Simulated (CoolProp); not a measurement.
Octamethylcyclotetrasiloxane (D4) along the isobar 811 kPa: density (kg/m³) from the reference equation and from simpler models built on Tc = 586.5 K, pc = 1347 kPa, ω = 0.598; each cubic takes its own stable root.

Computed with CoolProp (reference Helmholtz-energy equation of state, Thol 2015).

| T (K) | phase | reference |
|---|---|---|
| 381 | liquid | 855.8 |
| 399.4 | liquid | 833.3 |
| 417.8 | liquid | 810.3 |
| 436.2 | liquid | 786.3 |
| 454.6 | liquid | 761.2 |
| 472.9 | liquid | 734.8 |
| 491.3 | liquid | 706.2 |
| 509.7 | liquid | 674.6 |
| 528.1 | liquid | 638.1 |
| 546.5 | liquid | 592.6 |
| 564.9 | gas | 75.47 |
| 583.2 | gas | 67.52 |
| 601.6 | gas | 61.99 |
| 620 | gas | 57.76 |

### Question
How far does each simpler model (van der Waals, Redlich-Kwong, Soave-Redlich-Kwong, Peng-Robinson) lie from the reference over these 14 states: mean and median of the absolute difference, and the worst?

### Answer
- van der Waals: mean 37.9 %, median 41.9 %, worst -87.6 % at 546.5 K and 811 kPa
- Redlich-Kwong: mean 18.4 %, median 16.6 %, worst -86.6 % at 546.5 K and 811 kPa
- Soave-Redlich-Kwong: mean 8.1 %, median 9.1 %, worst -16.2 % at 546.5 K and 811 kPa
- Peng-Robinson: mean 2.1 %, median 1.9 %, worst -5.3 % at 546.5 K and 811 kPa

At some of these states van der Waals, Redlich-Kwong gives the other phase, because its saturation line lies elsewhere.
